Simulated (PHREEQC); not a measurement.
Make-up at 25 °C: 17 mmol/kgw HNO3, 0.023 mmol/kgw H4SiO4 and 4 mmol/kgw H3BO3. Closed to the air; pH follows from the charge balance.

All values are PHREEQC results (ion-association model, phreeqc.dat), not measurements.

This is a speciation only: nothing precipitates in the calculation.

**Question.** What pH does the model give?

**Answer.** pH 1.82.

Species that the database lacks are ignored.
